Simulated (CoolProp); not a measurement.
R404A along the isobar 4.92 MPa: density (kg/m³) from the reference equation and from simpler models built on Tc = 72.1 °C, pc = 3.735 MPa, ω = 0.293; each cubic takes its own stable root.

The numbers come from the reference Helmholtz-energy equation of state, Lemmon 2003 in CoolProp. It is a pseudo-pure fit of the blend.

```json
[
 {"T (°C)": "35.35", "phase": "liquid", "reference": "1035"},
 {"T (°C)": "43.95", "phase": "liquid", "reference": "992.6"},
 {"T (°C)": "52.45", "phase": "liquid", "reference": "945.2"},
 {"T (°C)": "60.95", "phase": "liquid", "reference": "889.0"},
 {"T (°C)": "69.45", "phase": "liquid", "reference": "817.5"},
 {"T (°C)": "78.05", "phase": "supercritical", "reference": "709.5"},
 {"T (°C)": "86.55", "phase": "supercritical", "reference": "487.4"},
 {"T (°C)": "95.05", "phase": "supercritical", "reference": "334.3"},
 {"T (°C)": "103.55", "phase": "supercritical", "reference": "278.1"},
 {"T (°C)": "112.15", "phase": "supercritical", "reference": "246.0"},
 {"T (°C)": "120.65", "phase": "supercritical", "reference": "224.3"},
 {"T (°C)": "129.15", "phase": "supercritical", "reference": "208.0"},
 {"T (°C)": "137.65", "phase": "supercritical", "reference": "195.0"}
]
```

Problem. How far does each simpler model (van der Waals, Redlich-Kwong, Soave-Redlich-Kwong, Peng-Robinson) lie from the reference over these 13 states: mean and median of the absolute difference, and the worst?

Solution. 
- van der Waals: mean 21.5 %, median 13.1 %, worst -38.9 % at 35.35 °C and 4.92 MPa
- Redlich-Kwong: mean 11.0 %, median 5.6 %, worst -21.0 % at 69.45 °C and 4.92 MPa
- Soave-Redlich-Kwong: mean 12.3 %, median 15.1 %, worst -22.2 % at 78.05 °C and 4.92 MPa
- Peng-Robinson: mean 5.2 %, median 4.2 %, worst -14.8 % at 78.05 °C and 4.92 MPa
